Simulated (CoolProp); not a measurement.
R1224YDZ at 293.15 K and 0.35 MPa is throttled through a valve to 0.0307 MPa with no heat exchange. Each further row changes one setting.

Values from CoolProp's reference Helmholtz-energy equation of state, Akasaka 2023.

| case | temperature change (K) | final phase | final density (kg/m³) |
|---|---|---|---|
| as stated | -32.6 | two-phase, vapour fraction 0.199 | 10.8 |
| outlet pressure 0.00921 MPa | -54.6 | two-phase, vapour fraction 0.311 | 2.24 |
| outlet pressure 0.0399 MPa | -27.1 | two-phase, vapour fraction 0.169 | 16.2 |
